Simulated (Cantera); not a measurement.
Source: NASA polynomial tables (part measured, part estimated), evaluated in Cantera. Values are per mole of reaction as written; species without (g) are pure solids or liquids, kept so even where they would boil at 1 bar.

Problem. Between 300 and 1575 K, where is each reaction favourable under standard conditions?
- 2 Pb + O2(g) ⇌ 2 PbO(g)
- 1.333 Ti + O2(g) ⇌ 0.6667 Ti2O3
- 1.333 B + O2(g) ⇌ 0.6667 B2O3(g)

Solution. 
- 2 Pb + O2(g) ⇌ 2 PbO(g): ΔG° is 97 kJ at 300 K and -47 kJ at 1575 K; it changes sign between 1075 and 1175 K. ΔH° is 107 kJ and ΔS° 98 J/K at 1575 K.
- 1.333 Ti + O2(g) ⇌ 0.6667 Ti2O3: ΔG° is -956 kJ at 300 K and -729 kJ at 1575 K; it stays negative (K > 1). ΔH° is -994 kJ and ΔS° -168 J/K at 1575 K.
- 1.333 B + O2(g) ⇌ 0.6667 B2O3(g): ΔG° is -550 kJ at 300 K and -517 kJ at 1575 K; it stays negative (K > 1). ΔH° is -562 kJ and ΔS° -29 J/K at 1575 K.
